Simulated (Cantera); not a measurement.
Charge: 1 mol C, 0.051 mol H2O, 2.8 mol CO2, 0.023 mol H2S, held at 0.0970 bar.

Method: chemical equilibrium by Gibbs-energy minimisation in Cantera with the NASA 1993 tables (ideal gas, pure condensed phases). Candidate condensed phases: C, C6H6, C7H8, C8H18, H2O, H2SO4, S; 123 gas species. Gases not in the tables: S3 to S7. Kinetics and transport are ignored.

**Question.** Which condensed phases are stable at each of these points (T (°C)): 400, 500, 600, 700, 800, 900, 1000, 1100, 1200, 1300, 1400, 1500, 1600?

**Answer.** 
```json
[
 {"T (°C)": "400", "condensed phases": "C(graphite)", "C condensed (%)": "25.1"},
 {"T (°C)": "500", "condensed phases": "C(graphite)", "C condensed (%)": "18.2"},
 {"T (°C)": "600", "condensed phases": "gas only", "C condensed (%)": "0.0"},
 {"T (°C)": "700", "condensed phases": "gas only", "C condensed (%)": "0.0"},
 {"T (°C)": "800", "condensed phases": "gas only", "C condensed (%)": "0.0"},
 {"T (°C)": "900", "condensed phases": "gas only", "C condensed (%)": "0.0"},
 {"T (°C)": "1000", "condensed phases": "gas only", "C condensed (%)": "0.0"},
 {"T (°C)": "1100", "condensed phases": "gas only", "C condensed (%)": "0.0"},
 {"T (°C)": "1200", "condensed phases": "gas only", "C condensed (%)": "0.0"},
 {"T (°C)": "1300", "condensed phases": "gas only", "C condensed (%)": "0.0"},
 {"T (°C)": "1400", "condensed phases": "gas only", "C condensed (%)": "0.0"},
 {"T (°C)": "1500", "condensed phases": "gas only", "C condensed (%)": "0.0"},
 {"T (°C)": "1600", "condensed phases": "gas only", "C condensed (%)": "0.0"}
]
```

From 400 °C to 500 °C the condensed part is C(graphite). From 600 °C to 1600 °C nothing is condensed.
